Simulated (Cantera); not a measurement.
A freely propagating, adiabatic, planar premixed flame of C2H4 : O2 : N2 : CO2 = 1 : 2.5 : 9.4 : 0.3 (molar parts), equivalence ratio 1.2, unburnt at 525 K and 0.138 atm; unity-Lewis-number transport, grid criteria slope 0.08 and curve 0.16, no radiation.

Cantera simulation using GRI-Mech 3.0 (53 species, 325 reactions); the numbers are that mechanism's predictions, not measurements. GRI-Mech 3.0 was tuned for natural gas; its chemistry of ethylene as a main component is partial and can be far from experiment. Unity Lewis numbers drop preferential diffusion, which matters most where H2 and H carry the flame. Burning velocities carry a grid error of a few per cent, more on coarse grids.

Task: Predict: laminar burning velocity; thermal thickness; peak x(H2O2); peak x(H); peak x(HO2).

Result: 
- laminar burning velocity = 158 cm/s
- thermal thickness = 1.74 mm
- peak x(H2O2) = 7.96e-5
- peak x(H) = 0.0238
- peak x(HO2) = 0.000624
